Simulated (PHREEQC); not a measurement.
# Copper plating or etch bath (model solution)

Dissolve 0.033 mol/kgw CuCl2 and 7.4e-05 mol/kgw H2SO4 at 25 °C. Closed to the air; pH follows from the charge balance.

All values are PHREEQC results (ion-association model, phreeqc.dat), not measurements.

No solid was allowed to form.

Predict the pH.

pH 3.90.

In which forms is Cl present?

Cl- 97 %, CuCl+ 3.2 % of the Cl.
